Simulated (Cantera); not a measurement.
Cantera run:

```python
import numpy as np
import cantera as ct

gas_names = """
    CL CL2 H HCL H2 Si SiCL SiCL2 SiCL3 SiCL4 SiH SiHCL3 SiH2 SiH2CL2 SiH3 SiH3CL SiH4 Si2 Si3
""".split()
cond_names = """
    Si(cr) Si(L)
""".split()


def load(file, names, dense=False):
    # The tables refer to 1 bar. Condensed volumes are neglected.
    table = {s.name: s for s in ct.Species.list_from_file(file)}
    out = []
    for n in names:
        d = dict(table[n].input_data)
        d["thermo"] = dict(d["thermo"], **{"reference-pressure": 1e5})
        if dense:
            d["equation-of-state"] = {"model": "constant-volume", "density": "1e6 g/cm^3"}
        out.append(ct.Species.from_dict(d))
    return out


gas = ct.Solution(thermo="ideal-gas", species=load("nasa_gas.yaml", gas_names))
cond = {s.name: ct.Solution(thermo="fixed-stoichiometry", species=[s], name=s.name)
        for s in load("nasa_condensed.yaml", cond_names, dense=True)}
atoms = {
    'SiCl4': {'Si': 1, 'CL': 4},
    'Cl2': {'CL': 2},
    'H2': {'H': 2},
}
top_T = {}  # K; cautious upper limits of use, not melting points


def equilibrate(T, P, feed):
    n = {}
    for name, mol in feed.items():
        for a, k in atoms[name].items():
            n[a] = n.get(a, 0.0) + k * mol
    gas.TPX = T, P, n
    mass = sum(n.values()) * gas.mean_molecular_weight
    gas.equilibrate("TP")
    valid = [c for c in cond.values() if c.min_temp <= T <= top_T.get(c.name, c.max_temp)]
    mix = ct.Mixture([(gas, mass / gas.mean_molecular_weight)] + [(c, 0.0) for c in valid])
    mix.T, mix.P = T, P
    mix.equilibrate("TP", solver="vcs", rtol=1e-11, max_steps=5000)
    return mix


results = []
feed = {'SiCl4': 1, 'Cl2': 0.0049, 'H2': 20}  # mol
P = 880  # Pa
for T in [850, 900, 950, 1000, 1050, 1100, 1150, 1200, 1250, 1300]:
    mix = equilibrate(T, P, feed)
    results.append((T, P, feed, dict(zip(mix.species_names, mix.species_moles))))
    x = sorted(zip(gas.X, gas.species_names), reverse=True)
    print(f"T = {T:g} K  P = {P:g} Pa  gas = {mix.phase_moles(0):.4g} mol")
    print("   x: " + "  ".join(f"{s} {v:.3e}" for v, s in x if v > 1e-05))
    print("   condensed (mol): " + ("  ".join(f"{mix.phase(i).name} {mix.phase_moles(i):.4g}"
          for i in range(1, mix.n_phases) if mix.phase_moles(i) > 1e-12) or "none"))
```

Result:

```
T = 850 K  P = 880 Pa  gas = 21.01 mol
   x: H2 9.440e-01  SiCL4 3.985e-02  HCL 8.382e-03  SiHCL3 7.447e-03  SiCL3 1.462e-04  SiH2CL2 1.224e-04  SiCL2 3.810e-05
   condensed (mol): none
T = 900 K  P = 880 Pa  gas = 21.02 mol
   x: H2 9.411e-01  SiCL4 3.779e-02  HCL 1.168e-02  SiHCL3 8.648e-03  SiCL3 3.953e-04  SiCL2 1.970e-04  SiH2CL2 1.877e-04
   condensed (mol): Si(cr) 0.007363
T = 950 K  P = 880 Pa  gas = 21.07 mol
   x: H2 9.356e-01  SiCL4 3.579e-02  HCL 1.890e-02  SiHCL3 8.123e-03  SiCL3 7.912e-04  SiCL2 5.838e-04  SiH2CL2 1.871e-04
   condensed (mol): Si(cr) 0.04201
T = 1000 K  P = 880 Pa  gas = 21.14 mol
   x: H2 9.279e-01  SiCL4 3.273e-02  HCL 2.878e-02  SiHCL3 7.437e-03  SiCL2 1.517e-03  SiCL3 1.432e-03  SiH2CL2 1.823e-04
   condensed (mol): Si(cr) 0.08478
T = 1050 K  P = 880 Pa  gas = 21.23 mol
   x: H2 9.177e-01  HCL 4.134e-02  SiCL4 2.839e-02  SiHCL3 6.542e-03  SiCL2 3.481e-03  SiCL3 2.335e-03  SiH2CL2 1.719e-04
   condensed (mol): Si(cr) 0.1311
T = 1100 K  P = 880 Pa  gas = 21.36 mol
   x: H2 9.053e-01  HCL 5.599e-02  SiCL4 2.272e-02  SiCL2 7.051e-03  SiHCL3 5.417e-03  SiCL3 3.392e-03  SiH2CL2 1.549e-04
   condensed (mol): Si(cr) 0.1725
T = 1150 K  P = 880 Pa  gas = 21.52 mol
   x: H2 8.916e-01  HCL 7.121e-02  SiCL4 1.615e-02  SiCL2 1.251e-02  SiCL3 4.299e-03  SiHCL3 4.107e-03  SiH2CL2 1.311e-04
   condensed (mol): Si(cr) 0.1993
T = 1200 K  P = 880 Pa  gas = 21.68 mol
   x: H2 8.787e-01  HCL 8.468e-02  SiCL2 1.926e-02  SiCL4 9.823e-03  SiCL3 4.645e-03  SiHCL3 2.773e-03  SiH2CL2 1.025e-04
   condensed (mol): Si(cr) 0.2064
T = 1250 K  P = 880 Pa  gas = 21.81 mol
   x: H2 8.689e-01  HCL 9.430e-02  SiCL2 2.575e-02  SiCL4 5.040e-03  SiCL3 4.258e-03  SiHCL3 1.652e-03  SiH2CL2 7.373e-05
   condensed (mol): Si(cr) 0.1979
T = 1300 K  P = 880 Pa  gas = 21.9 mol
   x: H2 8.630e-01  HCL 9.964e-02  SiCL2 3.067e-02  SiCL3 3.424e-03  SiCL4 2.268e-03  SiHCL3 8.953e-04  SiH2CL2 4.985e-05  H 1.096e-05
   condensed (mol): Si(cr) 0.1829
```

Cantera equilibrium calculation (NASA polynomials, part measured and part estimated; ideal gas, pure solids and liquids). The tables' values for SiCl3 are old estimates; treat these amounts as uncertain.
